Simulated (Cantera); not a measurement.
Charge: 1 mol C2H4, 0.38 mol H2O, 15 mol H2, equilibrated at 0.0180 bar.

Cantera equilibrium calculation (NASA polynomials, part measured and part estimated; ideal gas, pure solids and liquids). Candidate condensed phases: C, C6H6, C7H8, C8H18, H2O; 110 gas species. The numbers say what is thermodynamically allowed, not how fast it happens.

Over these rows the condensed part is C(graphite). Partial pressures as log10 of bar:

```
T (K)  1000/T (1/K)  log p H2O  log p H2  log p CO
-----  ------------  ---------  --------  --------
1100         0.9091      -6.22     -1.75     -3.41
1300         0.7692      -7.21     -1.75     -3.41
1500         0.6667      -7.93     -1.75     -3.41
1700         0.5882          ?     -1.75     -3.41
1900         0.5263      -8.92     -1.76     -3.42
2100         0.4762      -9.28     -1.76     -3.42
```

Fit log p(H2O) = a + b·(1000/T) to the five rows, give the apparent enthalpy, and predict the row at 1700 K.

Means: 1000/T = 0.6695, log p = -7.912. Sxy = 0.884223, Sxx = 0.1252272, so b = 7.06 and a = -7.912 − (7.06)×0.6695 = -12.64.
Apparent enthalpy: −19.145 × (7.06) = -135 kJ/mol. With the condensed phases at unit activity, H2(g) + CO(g) = H2O(g) + C(graphite) links this pressure to the main gases: over the six rows their terms move log p by -0.02 in all, so the slope is close to that reaction's ΔH°. The five rows lie within 0.01 of the line.
Prediction at 1700 K: -12.64 + (7.06)×0.5882 = -8.49. The computed value is -8.49, 0.00 from the line.
